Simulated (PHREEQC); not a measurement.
# Brine (model solution)

Dissolve 0.69 mol MgCl2 and 0.00275 mol Na2B4O7 per kg of water at 14 °C. Closed to the air; pH follows from the charge balance.

The numbers come from PHREEQC with the Pitzer model, pitzer.dat.

No solid was allowed to form.

### Question
Estimate the pH, osmotic coefficient, density.

### Answer
pH 8.02; osmotic coefficient 1.013; density 1.052 g/cm³.

### Question
In which forms is B present?

### Answer
B(OH)3 50 %, MgB(OH)4+ 30 %, B(OH)4- 20 % of the B.

Complexes and solids missing from the database can't appear. In brines, pH and single-ion activities rest on the MacInnes convention. Constants without temperature data keep their 25 °C values here.
